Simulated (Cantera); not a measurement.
**Reactions in the system N-O-Pb**

Source: NASA polynomial tables (part measured, part estimated), evaluated in Cantera. Values are per mole of reaction as written; species without (g) are pure solids or liquids, kept so even where they would boil at 1 bar.

NO2(g) + 2 Pb → N(g) + 2 PbO

```tsv
T (K)	ΔH° (kJ)	ΔS° (J/K)	ΔG° (kJ)	log10 K	condensed phases
300	-0.3	-83.7	24.8	-4.32	Pb(s), PbO(red)
698	0.1	-78.5	54.9	-4.11	Pb(l), PbO(red)
848	3.8	-73.7	66.3	-4.08	Pb(l), PbO(yellow)
998	7.3	-69.9	77.1	-4.03	Pb(l), PbO(yellow)
1148	11.2	-66.2	87.3	-3.97	Pb(l), PbO(yellow)
1298	67.9	-17.6	90.7	-3.65	Pb(l), PbO(l)
1448	73.6	-13.4	93.1	-3.36	Pb(l), PbO(l)
1598	79.3	-9.7	94.8	-3.10	Pb(l), PbO(l)
1748	84.8	-6.4	96.0	-2.87	Pb(l), PbO(l)
1898	90.2	-3.4	96.7	-2.66	Pb(l), PbO(l)
2048	95.5	-0.7	97.0	-2.48	Pb(l), PbO(l)
2198	100.7	1.7	97.0	-2.30	Pb(l), PbO(l)
```
